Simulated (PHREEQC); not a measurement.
Brine: an equilibrium model

Dissolve 0.74 mol LiBr, 0.044 mol MgSO4 and 0.4 mol KBr per kg of water at 25 °C. Closed to the air; pH follows from the charge balance.

Equilibrium calculation in PHREEQC: Pitzer model, pitzer.dat.

The ionic strength comes out as 1.32 mol/kgw and the activity of water is 0.958. The density is 1.079 g/cm³. The osmotic coefficient comes out as 0.998.

| species | molality | activity | log γ |
|---|---|---|---|
| Br- | 1.14 | 0.696 | -0.215 |
| Li+ | 0.740 | 0.733 | -0.004 |
| K+ | 0.400 | 0.288 | -0.143 |
| Mg+2 | 0.0440 | 0.0166 | -0.424 |
| SO4-2 | 0.0440 | 0.00229 | -1.283 |
| MgOH+ | 2.07e-7 | 1.13e-7 | -0.262 |
| H+ | 2.03e-7 | 2.18e-7 | 0.031 |
| HSO4- | 1.18e-7 | 4.75e-8 | -0.394 |
| OH- | 1.13e-7 | 4.45e-8 | -0.404 |

Precipitation was switched off in this run.
